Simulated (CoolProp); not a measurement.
c-C4F8 (RC318) along the isobar 8230 kPa: Z from the reference equation and from simpler models built on Tc = 388.4 K, pc = 2778 kPa, ω = 0.355; each cubic takes its own stable root.

Computed with CoolProp (reference Helmholtz-energy equation of state, Platzer 1990). This equation is an older, rougher fit; its heat capacities, sound speeds and derivatives of the liquid may be far off and weren't checked against measurements.

| T (K) | phase | reference | van der Waals | Redlich-Kwong | Soave-Redlich-Kwong | Peng-Robinson |
|---|---|---|---|---|---|---|
| 254.3 | liquid | 0.4611 | 0.7147 | 0.5013 | 0.4833 | 0.4295 |
| 272.4 | liquid | 0.4455 | 0.6833 | 0.4841 | 0.4658 | 0.4137 |
| 290.5 | liquid | 0.4335 | 0.6571 | 0.4710 | 0.4528 | 0.4020 |
| 308.6 | liquid | 0.4248 | 0.6356 | 0.4618 | 0.4442 | 0.3943 |
| 326.7 | liquid | 0.4194 | 0.6181 | 0.4563 | 0.4400 | 0.3909 |
| 344.8 | liquid | 0.4175 | 0.6044 | 0.4546 | 0.4406 | 0.3920 |
| 362.9 | liquid | 0.4197 | 0.5942 | 0.4569 | 0.4469 | 0.3987 |
| 381 | liquid | 0.4272 | 0.5875 | 0.4637 | 0.4601 | 0.4123 |
| 399.1 | supercritical | 0.4419 | 0.5842 | 0.4755 | 0.4821 | 0.4349 |
| 417.2 | supercritical | 0.4667 | 0.5846 | 0.4934 | 0.5154 | 0.4692 |
| 435.3 | supercritical | 0.5050 | 0.5889 | 0.5179 | 0.5614 | 0.5164 |
